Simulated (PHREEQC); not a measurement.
Dissolve 0.1 mol/kgw H2SO4, 0.24 mol/kgw ZnSO4 and 0.0016 mol/kgw CuCl2 at 25 °C. Closed to the air; pH follows from the charge balance.

All values are PHREEQC results (ion-association model, wateq4f.dat), not measurements.

Each row changes one thing in this solution. Precipitation was switched off in this run.

| case | pH | ionic strength (mol/kgw) | Zn+2 (mol/kgw) | HSO4- (mol/kgw) | ZnSO4 (mol/kgw) | SO4-2 (mol/kgw) | SI of Goslarite (ZnSO4:7H2O) | SI of Chalcanthite (CuSO4:5H2O) |
|---|---|---|---|---|---|---|---|---|
| as made | 1.22 | 0.554 | 0.123 | 0.120 | 0.0823 | 0.0679 | -1.47 | -2.86 |
| ZnSO4 from 0.24 to 0.024 mol/kgw | 1.05 | 0.185 | 0.0144 | 0.0878 | 0.00800 | 0.0245 | -2.50 | -2.94 |
| CuCl2 replaced by CuSO4 at the same molality | 1.22 | 0.553 | 0.122 | 0.120 | 0.0826 | 0.0683 | -1.46 | -2.86 |
| CuCl2 from 0.0016 to 0.00016 mol/kgw | 1.22 | 0.551 | 0.123 | 0.120 | 0.0825 | 0.0679 | -1.46 | -3.86 |
| 0.12 mol/kgw RbOH added | 1.70 | 0.596 | 0.100 | 0.0538 | 0.0889 | 0.0955 | -1.43 | -2.79 |
| H2SO4 from 0.1 to 0.2 mol/kgw | 0.90 | 0.666 | 0.133 | 0.235 | 0.0771 | 0.0685 | -1.49 | -2.90 |
